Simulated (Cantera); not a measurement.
A perfectly stirred reactor is fed with NO : N₂ = 1 : 4.3 (molar parts), at 100.0 Torr; it is held at 2025 K, and followed from long to short residence time.

Cantera simulation using GRI-Mech 3.0 (53 species, 325 reactions); the numbers are that mechanism's predictions, not measurements.

x: mole fraction; the columns are a selection and need not sum to one.

```
τ (s)     x NO    x N₂O      x O₂  x O   x N₂
-------  -----  -------  --------  ---  -----
0.66     0.169  1.24e-5   0.00969  [?]  0.821
0.34     0.179  1.42e-5   0.00466  [?]  0.816
0.17     0.184  1.51e-5   0.00214  [?]  0.813
0.089    0.186  1.53e-5   0.00103  [?]  0.812
0.046    0.188  1.52e-5  0.000470  [?]  0.812
0.023    0.188  1.47e-5  0.000188  [?]  0.812
0.012    0.188  1.36e-5   6.82e-5  [?]  0.811
0.0061   0.189  1.18e-5   1.90e-5  [?]  0.811
0.0031   0.189  9.24e-6   4.40e-6  [?]  0.811
0.0016   0.189  6.50e-6   9.96e-7  [?]  0.811
0.00083  0.189  4.14e-6   2.34e-7  [?]  0.811
```

**Question.** Fill in the missing entries.

**Answer.** 
- 0.66, x O: 0.000259
- 0.34, x O: 0.000205
- 0.17, x O: 0.000170
- 0.089, x O: 0.000149
- 0.046, x O: 0.000130
- 0.023, x O: 0.000109
- 0.012, x O: 8.26e-5
- 0.0061, x O: 5.21e-5
- 0.0031, x O: 2.74e-5
- 0.0016, x O: 1.32e-5
- 0.00083, x O: 6.32e-6
